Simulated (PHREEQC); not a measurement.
0.41 g of hydrous ferric oxide (600 m²/g; 0.2 weak and 0.005 strong sites per Fe, Dzombak-Morel constants, diffuse double layer) in 1 kg of water with 0.001 mol/kgw of an inert sodium salt and 0.075 mmol/kgw Ag2SO4 and 0.1 mmol/kgw NaH2PO4, at 25 °C; the pH is set by adding NaOH or the inert anion's acid. Oxygen is held at 0.21 atm. No CO2 enters from the air. Nothing may precipitate in this run.

Base run: PHREEQC, ion-association model, wateq4f.dat. Each further column changes one thing. The table gives Ag sorbed (%).

```
pH     base  no electrostatic term (-no_edl)  background salt from 0.001 to 0.0001 mol/kgw  oxide from 0.41 to 2 g/kgw  0.0025 mol/kgw Na2SO4 added
-----  ----  -------------------------------  --------------------------------------------  --------------------------  ---------------------------
4       0.2                              0.0                                           0.2                         1.1                          0.0
4.67    0.9                              0.0                                           1.0                         5.6                          0.1
5.33    3.7                              0.1                                           3.9                        19.3                          0.8
6       9.4                              1.8                                           9.6                        41.6                          6.2
6.67   14.6                             10.9                                          14.6                        61.8                         13.5
7.33   19.7                             18.3                                          19.7                        76.5                         18.9
8      33.4                             34.3                                          33.6                        89.2                         32.2
8.67   62.7                             59.0                                          62.9                        96.8                         61.2
9.33   88.1                             73.0                                          88.2                        99.2                         87.2
10     97.2                             77.3                                          97.2                        99.8                         96.8
10.67  99.3                             78.1                                          99.3                       100.0                         99.2
11.33  99.8                             76.0                                          99.8                       100.0                         99.8
12     99.8                             60.0                                          99.8                       100.0                         99.8
```

H3PO4, which wateq4f.dat lacks, is added to it with the constant of phreeqc.dat. The database has no phosphate complexes of Ag. In at least one series the solution becomes supersaturated in solids that the run did not let form, among them Ag2O.
